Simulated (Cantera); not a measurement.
Input: 1 mol CsCl, 13 mol H2O, 110 mol H2, held at 133 Pa.

These are equilibrium values from Cantera (NASA tables, ideal gas, pure condensed phases), not measurements of a reactor. Candidate condensed phases: Cs, CsCl, CsOH, H2O; 22 gas species. Equilibrium is a limit: real reactors are often held back by kinetics, nucleation or transport. All values below are at 1675 K.

Base state: H2 0.883, H2O 0.105, CsCl 0.00659, H 0.00299, HCl 0.00145, Cs 0.00138, CsOH 6.88e-5, OH 1.71e-5 (mole fractions); condensed: gas only.

Task: What changes in the equilibrium state with this change: pressure from 133 Pa to 10000 Pa?

Result: 
```
species   before     after
-------  -------  --------
H2         0.883     0.886
H2O        0.105     0.105
CsCl     0.00659   0.00745
H        0.00299  0.000346
Cs       0.00138  0.000428
OH       1.71e-5   1.97e-6
CsOH     6.88e-5  0.000184
```
